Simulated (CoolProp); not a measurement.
A simple Rankine cycle with R124: condensing at 326.15 K, boiler at 2.03 MPa, turbine inlet 405.2 K, turbine efficiency 0.6, pump efficiency 0.8, no recuperator. Each further row changes one setting.

Values from CoolProp's reference Helmholtz-energy equation of state, de Vries 1995.

| case | thermal efficiency (%) | net work (kJ/kg) | heat in (kJ/kg) | turbine exit temperature (K) | volume ratio over the turbine |
|---|---|---|---|---|---|
| as stated | … | 9.48 | 187 | … | 2.58 |
| turbine inlet 425.2 K | 5.0 | 10.4 | 207 | 402.0 | 2.53 |
| condensing temperature 318.15 K | … | 11.9 | 196 | 375.8 | 3.20 |
| boiler pressure 1.42 MPa | 3.2 | 6.19 | 194 | … | … |
| turbine efficiency 0.5 | 4.1 | … | 187 | 382.5 | 2.60 |

Problem. What belongs in the gaps?

Solution. 
- as stated, thermal efficiency (%): 5.1
- as stated, turbine exit temperature (K): 380.6
- condensing temperature 318.15 K, thermal efficiency (%): 6.1
- boiler pressure 1.42 MPa, turbine exit temperature (K): 391.9
- boiler pressure 1.42 MPa, volume ratio over the turbine: 1.73
- turbine efficiency 0.5, net work (kJ/kg): 7.70
